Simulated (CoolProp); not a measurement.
Vapour-liquid equilibrium of R114 (1) + benzene (2) at 284 K; x and y are mole fractions of (1).

Values from CoolProp's multi-fluid Helmholtz-energy mixture model, Platzer 1990 and Thol 2012; pair parameters Bell 2016. This equation is an older, rougher fit; its heat capacities, sound speeds and derivatives of the liquid may be far off and weren't checked against measurements.

| x | bubble pressure, mixture model (kPa) | bubble pressure, Raoult's law (kPa) | y, mixture model | y, Raoult's law |
|---|---|---|---|---|
| 0.05 | 28.38 | 12.66 | 0.784 | 0.524 |
| 0.2 | 66.50 | 31.59 | 0.916 | 0.839 |
| 0.35 | 83.68 | 50.53 | 0.939 | 0.918 |
| 0.5 | 93.76 | 69.46 | 0.950 | 0.954 |
| 0.65 | 102.7 | 88.39 | 0.960 | 0.975 |
| 0.8 | 113.3 | 107.3 | 0.973 | 0.988 |
| 0.95 | 127.1 | 126.3 | 0.992 | 0.997 |

The largest gap from Raoult's law is +124.2 % in bubble pressure, at x = 0.05. No azeotrope shows between x = 0.05 and 0.95.

Pair parameters are fitted to limited data, so mixtures are less certain than the pure fluids. With so large a gap from Raoult's law the liquid may split in two, which this calculation doesn't test in full.
